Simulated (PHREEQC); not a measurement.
Consider water at 20 °C with 19 mmol/kgw CdSO4, 0.16 mmol/kgw Na2SO4 and 25 mmol/kgw H2SO4. Closed to the air; pH follows from the charge balance.

Equilibrium calculation in PHREEQC: ion-association model, wateq4f.dat.

No solid was allowed to form.

Question: Order these S species by the share of S that they hold, largest first: Cd(SO4)2-2, SO4-2, CdSO4, HSO4-.

Answer: HSO4- (42 %), SO4-2 (36 %), CdSO4 (16 %), Cd(SO4)2-2 (6.0 %)

The pH is 1.58 and the ionic strength 0.0802 mol/kgw.
